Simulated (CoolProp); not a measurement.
R1233zd(E) along the isotherm 450 K: fugacity coefficient from the reference equation and from simpler models built on Tc = 438.9 K, pc = 3.583 MPa, ω = 0.304; each cubic takes its own stable root.

Model: reference Helmholtz-energy equation of state, Akasaka 2022, in CoolProp.

| p (MPa) | phase | reference |
|---|---|---|
| 0.113 | gas | 0.9897 |
| 0.191 | gas | 0.9827 |
| 0.323 | gas | 0.9707 |
| 0.545 | gas | 0.9508 |
| 0.919 | gas | 0.9177 |
| 1.55 | gas | 0.8626 |
| 2.62 | gas | 0.7710 |
| 4.42 | supercritical | 0.6089 |
| 7.45 | supercritical | 0.4175 |
| 12.6 | supercritical | 0.3038 |
| 21.2 | supercritical | 0.2474 |
| 35.8 | supercritical | 0.2399 |

Question: How far does each simpler model (van der Waals, Redlich-Kwong, Soave-Redlich-Kwong, Peng-Robinson) lie from the reference over these 12 states: mean and median of the absolute difference, and the worst?

Answer: 
- van der Waals: mean 11.6 %, median 2.7 %, worst +62.3 % at 450 K and 35.8 MPa
- Redlich-Kwong: mean 3.0 %, median 0.6 %, worst +13.5 % at 450 K and 35.8 MPa
- Soave-Redlich-Kwong: mean 4.1 %, median 0.9 %, worst +16.8 % at 450 K and 35.8 MPa
- Peng-Robinson: mean 0.7 %, median 0.6 %, worst -1.5 % at 450 K and 4.42 MPa
